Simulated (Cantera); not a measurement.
# PbO + CO + H2 (iron carbonyl, mercury and lead vapours)

A closed system holds: 1 mol PbO, 0.1 mol CO, 24 mol H2, held at 1025 K and 530 Pa.

Method: chemical equilibrium by Gibbs-energy minimisation in Cantera with the NASA 1993 tables (ideal gas, pure condensed phases). Candidate condensed phases: C, C6H6, C7H8, C8H18, H2O, Pb, PbO, PbO2, Pb3O4; 113 gas species. Kinetics and transport are ignored.

| Property | Result |
|---|---|
| x(H2) | 0.950 |
| x(H2O) | 0.0411 |
| x(Pb) | 0.00525 |
| x(CO) | 0.00391 |
| x(CO2) | 0.000219 |
| n(Pb(l)) | 0.873 mol |
| gas amount | 24.23 mol |
| log10 activity of C(graphite) (absent) | -3.90 |
| log10 activity of PbO2(s) (absent) | -18.46 |
